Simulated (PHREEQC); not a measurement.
Dissolve 0.017 mol/kgw K2SO4 and 0.0016 mol/kgw ZnSO4 at 20 °C. Closed to the air; pH follows from the charge balance.

Model: ion-association model, wateq4f.dat, run in PHREEQC.

**Question.** The ionic strength comes out as 0.0513 mol/kgw. What activity coefficients do KSO4-, Zn+2, Zn(SO4)2-2, SO4-2, K+ get?

**Answer.** KSO4- 0.83, Zn+2 0.48, Zn(SO4)2-2 0.45, SO4-2 0.46, K+ 0.81.

Precipitation was switched off in this run.
